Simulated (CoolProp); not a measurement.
Carbon dioxide at 453.58 K and 0.617 MPa is throttled through a valve to 0.293 MPa with no heat exchange. Each further row changes one setting.

Values from CoolProp's reference Helmholtz-energy equation of state, Span 1996.

```json
[
 {"case": "as stated", "temperature change (K)": "-1.3", "final density (kg/m³)": "[?]"},
 {"case": "outlet pressure 0.0879 MPa", "temperature change (K)": "[?]", "final density (kg/m³)": "[?]"},
 {"case": "outlet pressure 0.381 MPa", "temperature change (K)": "[?]", "final density (kg/m³)": "[?]"}
]
```

What belongs in the gaps?


- as stated, final density (kg/m³): 3.44
- outlet pressure 0.0879 MPa, temperature change (K): -2.1
- outlet pressure 0.0879 MPa, final density (kg/m³): 1.03
- outlet pressure 0.381 MPa, temperature change (K): -0.9
- outlet pressure 0.381 MPa, final density (kg/m³): 4.47
